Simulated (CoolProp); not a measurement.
Saturation properties of tetrahydrofuran.

Values from CoolProp's reference Helmholtz-energy equation of state, Fiedler 2023.

| T (K) | p (MPa) | liquid density (kg/m³) | liquid cp (kJ/(kg K)) | vapour Z |
|---|---|---|---|---|
| 295.6 | 0.01932 | … | 1.715 | … |
| 310 | 0.03555 | 868.8 | 1.768 | 0.9873 |
| 324.4 | 0.06139 | 852.6 | 1.824 | 0.9807 |
| 338.7 | 0.1001 | 836.2 | 1.883 | 0.9721 |
| 353.1 | 0.1563 | 819.3 | 1.944 | 0.9611 |
| 367.5 | 0.2346 | … | 2.007 | … |
| 381.8 | … | … | 2.073 | 0.9314 |
| 396.2 | … | 765.5 | 2.142 | 0.9121 |

Problem. What belongs in the gaps?

Solution. 
- 295.6, liquid density (kg/m³): 884.7
- 295.6, vapour Z: 0.9921
- 367.5, liquid density (kg/m³): 801.9
- 367.5, vapour Z: 0.9476
- 381.8, p (MPa): 0.3391
- 381.8, liquid density (kg/m³): 784.1
- 396.2, p (MPa): 0.4769

It boils at 339.1 K under 1 atm.
